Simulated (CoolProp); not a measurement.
Vapour-liquid equilibrium of methanol (1) + water (2) at 0.98 MPa; x and y are mole fractions of (1).

Values from CoolProp's multi-fluid Helmholtz-energy mixture model, de Reuck 1993 and Wagner 2002; pair parameters Bell 2016.

| x | bubble temperature, mixture model (K) | bubble temperature, Raoult's law (K) | y, mixture model | y, Raoult's law |
|---|---|---|---|---|
| 0.05 | 447.4 | 448.6 | ? | 0.126 |
| 0.2 | 436.5 | 439.3 | ? | 0.412 |
| 0.35 | 428.6 | 431.6 | ? | 0.606 |
| 0.5 | 422.7 | 425.1 | ? | 0.744 |
| 0.65 | 417.9 | 419.5 | 0.814 | 0.846 |
| 0.8 | ? | 414.6 | ? | 0.923 |
| 0.95 | 410.1 | 410.3 | 0.974 | 0.983 |

What belongs in the gaps?


- 0.05, y, mixture model: 0.139
- 0.2, y, mixture model: 0.421
- 0.35, y, mixture model: 0.596
- 0.5, y, mixture model: 0.718
- 0.8, bubble temperature, mixture model (K): 413.8
- 0.8, y, mixture model: 0.896

The largest gap from Raoult's law is -3.0 K in bubble temperature, at x = 0.35. No azeotrope shows between x = 0.05 and 0.95.

The pair parameters rest on a limited set of measurements; away from them the model extrapolates.
